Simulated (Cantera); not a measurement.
Input: 1 mol Si2H6, 26 mol O2, 2.7 mol H2, at 1077 °C and 96.0 Pa.

Equilibrium computed with Cantera from the NASA thermochemical tables; the gas is ideal and each condensed phase is pure. Candidate condensed phases: H2O, Si, SiO2; 18 gas species. The feed counts by its element totals alone. The tables hold silica as quartz up to 1696 K and as liquid above; real silica turns to tridymite and cristobalite and melts near 1996 K. The numbers say what is thermodynamically allowed, not how fast it happens.

Base state: O2 0.788, H2O 0.212, OH 0.000211, O 1.21e-5 (mole fractions); condensed: SiO2(β-quartz).

**Question.** What changes in the equilibrium state with this change: O2 from 26 to 0.79 mol?

**Answer.** 
```json
[
 {"species": "H2", "before": "1.57e-6", "after": "0.974"},
 {"species": "SiO", "before": "<1e-9", "after": "0.0257"},
 {"species": "H", "before": "9.65e-8", "after": "7.59e-5"},
 {"species": "O2", "before": "0.788", "after": "<1e-9"},
 {"species": "H2O", "before": "0.212", "after": "5.38e-7"},
 {"species": "OH", "before": "0.000211", "after": "<1e-9"},
 {"species": "O", "before": "1.21e-5", "after": "<1e-9"},
 {"species": "SiO2(β-quartz), mol", "before": "2.00", "after": "0.715"},
 {"species": "Si(s), mol", "before": "0", "after": "1.13"}
]
```
Mutual solubility and eutectic melting of coexisting phases are not modelled.
